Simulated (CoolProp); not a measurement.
Hexamethyldisiloxane (MM) along the isotherm -1.95 °C: Z from the reference equation and from simpler models built on Tc = 245.6 °C, pc = 19.31 bar, ω = 0.418; each cubic takes its own stable root.

Computed with CoolProp (reference Helmholtz-energy equation of state, Thol 2016).

| p (bar) | phase | reference |
|---|---|---|
| 0.805 | liquid | 0.007360 |
| 1.61 | liquid | 0.01472 |
| 2.41 | liquid | 0.02203 |
| 3.22 | liquid | 0.02943 |
| 4.02 | liquid | 0.03673 |
| 4.83 | liquid | 0.04413 |
| 5.63 | liquid | 0.05143 |
| 6.44 | liquid | 0.05882 |
| 7.24 | liquid | 0.06612 |
| 8.05 | liquid | 0.07351 |
| 8.85 | liquid | 0.08080 |
| 9.66 | liquid | 0.08819 |

How far does each simpler model (van der Waals, Redlich-Kwong, Soave-Redlich-Kwong, Peng-Robinson) lie from the reference over these 12 states: mean and median of the absolute difference, and the worst?


- van der Waals: mean 66.9 %, median 66.9 %, worst +67.4 % at -1.95 °C and 0.805 bar
- Redlich-Kwong: mean 12.8 %, median 12.8 %, worst +12.9 % at -1.95 °C and 0.805 bar
- Soave-Redlich-Kwong: mean 8.3 %, median 8.3 %, worst +8.3 % at -1.95 °C and 0.805 bar
- Peng-Robinson: mean 3.7 %, median 3.7 %, worst -3.7 % at -1.95 °C and 9.66 bar
